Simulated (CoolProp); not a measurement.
The fluid at 298.15 K and 3.98 MPa expands adiabatically to 0.729 MPa with isentropic efficiency 0.85. The same conditions are run with several fluids, on thermodynamics alone (safety and materials aside).

Values from CoolProp's reference Helmholtz-energy equation of state of each fluid (carbon monoxide: Lemmon 2006; normal hydrogen: Leachman 2009; CF4 (R14): Platzer 1990; dry air: Lemmon 2000; nitrogen: Span 2000). The equations of Platzer and Polt are older, rougher fits. Blends and air are pseudo-pure fits.

```
fluid            work (kJ/kg)  final temperature (K)  final density (kg/m³)
---------------  ------------  ---------------------  ---------------------
carbon monoxide          98.5                  197.7             (withheld)
normal hydrogen          1410             (withheld)             (withheld)
CF4 (R14)          (withheld)                  231.0             (withheld)
dry air                  95.5                  197.9                   13.1
nitrogen                 99.1                  198.1             (withheld)
```

**Question.** Fill in the missing entries.

**Answer.** 
- carbon monoxide, final density (kg/m³): 12.7
- normal hydrogen, final temperature (K): 198.3
- normal hydrogen, final density (kg/m³): 0.887
- CF4 (R14), work (kJ/kg): 31.4
- CF4 (R14), final density (kg/m³): 35.7
- nitrogen, final density (kg/m³): 12.6
